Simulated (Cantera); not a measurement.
N2O furnace oxynitridation

An isothermal, constant-pressure homogeneous reactor starts with N₂O : H₂ : N₂ = 1 : 0.029 : 3.1 (molar parts), at 1200 K and 1000 Pa.

Model: GRI-Mech 3.0 (53 species, 325 reactions), integrated in Cantera. GRI-Mech 3.0 was tuned for natural gas; its chemistry of N2O as a main component is partial and can be far from experiment. Radical loss at walls, strong at low pressure, is not modelled. The mechanism lacks the step 2 NO + O2 → 2 NO2, which can matter for NO2 below about 1400 K. The temperature is held fixed by assumption; the heat of reaction is taken as removed at once.

```tsv
t (s)	x N₂O	x H₂	x NO	x O	x HO₂
5.00e-6	0.242	0.00702	<1e-12	3.76e-9	<1e-12
3.24e-5	0.242	0.00702	3.37e-11	2.41e-8	<1e-12
0.000210	0.242	0.00702	1.37e-9	1.45e-7	3.47e-12
0.00136	0.242	0.00702	4.79e-8	6.18e-7	8.65e-10
0.00879	0.242	0.00700	1.10e-6	9.22e-7	9.23e-8
0.0569	0.241	0.00622	2.06e-5	1.09e-6	1.00e-6
0.368	0.236	0.00143	0.000114	1.62e-6	1.41e-6
2.39	0.231	1.27e-5	0.000386	1.77e-6	5.67e-7
15.4	0.211	3.03e-8	0.00210	1.71e-6	1.64e-7
100	0.118	3.44e-8	0.00990	1.68e-6	2.23e-8
```
x: mole fraction; the columns are a selection and need not sum to one.

Equilibrium at this temperature and pressure: N₂O 1.10e-9, H₂ 2.48e-9, NO 0.000148, O 8.18e-8, HO₂ 6.33e-10 (gas phase only).
